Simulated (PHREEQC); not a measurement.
A solution holds 0.0013 mol KHCO3 and 0.011 mol K2HPO4 per kg of water, at 25 °C. Closed to the air; pH follows from the charge balance.

Computed with PHREEQC (ion-association model, wateq4f.dat).

| quantity | before | after |
|---|---|---|
| pH | 8.98 | 9.21 |
| ionic strength (mol/kgw) | 0.0338 | 0.0328 |
| KHPO4- (mol/kgw) | 0.000243 | 0.000235 |
| H2PO4- (mol/kgw) | 0.000108 | 6.50e-5 |
| PO4-3 (mol/kgw) | 1.05e-5 | 1.76e-5 |

Question: Name the change that produced these shifts.
(A) 0.011 mol/kgw NaHCO3 added
(B) KHCO3 left out
(C) K2HPO4 from 0.011 to 0.0022 mol/kgw
(D) KHCO3 from 0.0013 to 0.00026 mol/kgw

Answer: D, KHCO3 from 0.0013 to 0.00026 mol/kgw

No solid was allowed to form. H3PO4, which wateq4f.dat lacks, is added to it with the constant of phreeqc.dat.
